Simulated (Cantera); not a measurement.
**NO annealing gas**

A perfectly stirred reactor is fed with NO : N2 = 1 : 13 (molar parts), at 1.60 bar; it is held at 1548 K, and followed from long to short residence time.

Detailed kinetics in Cantera: GRI-Mech 3.0 (53 species, 325 reactions).

| τ (s) | x NO | x N2 | x N2O | x NO2 | x O | x O2 |
|---|---|---|---|---|---|---|
| 17 | 0.0672 | 0.931 | 1.65e-6 | 4.29e-5 | 3.06e-7 | 0.00208 |
| 6.7 | 0.0696 | 0.929 | 1.76e-6 | 3.20e-5 | 2.22e-7 | 0.000868 |
| 2.7 | 0.0707 | 0.929 | 1.81e-6 | 2.53e-5 | 1.73e-7 | 0.000352 |
| 1.1 | 0.0711 | 0.929 | 1.82e-6 | 2.14e-5 | 1.47e-7 | 0.000139 |
| 0.43 | 0.0713 | 0.929 | 1.79e-6 | 1.87e-5 | 1.29e-7 | 4.88e-5 |
| 0.17 | 0.0714 | 0.929 | 1.72e-6 | 1.56e-5 | 1.09e-7 | 1.47e-5 |
| 0.070 | 0.0714 | 0.929 | 1.55e-6 | 1.11e-5 | 7.94e-8 | 3.24e-6 |
| 0.028 | 0.0714 | 0.929 | 1.25e-6 | 5.65e-6 | 4.33e-8 | 3.69e-7 |
| 0.011 | 0.0714 | 0.929 | 8.30e-7 | 2.11e-6 | 1.92e-8 | 2.56e-8 |
| 0.0045 | 0.0714 | 0.929 | 4.62e-7 | 7.56e-7 | 9.54e-9 | 2.15e-9 |
x: mole fraction; the columns are a selection and need not sum to one.
